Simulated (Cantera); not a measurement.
Cantera with NASA thermochemical tables; ideal gases at 1 bar, condensed phases pure. Values are per mole of reaction as written; species without (g) are pure solids or liquids, kept so even where they would boil at 1 bar.

Q: Between 1723 and 2523 K, where is each reaction favourable under standard conditions?
- K2CO3 + 2 C ⇌ 2 K(g) + 3 CO(g)

A: 
- K2CO3 + 2 C ⇌ 2 K(g) + 3 CO(g): ΔG° is -198 kJ at 1723 K and -669 kJ at 2523 K; it stays negative (K > 1). ΔH° is 767 kJ and ΔS° 569 J/K at 2523 K.
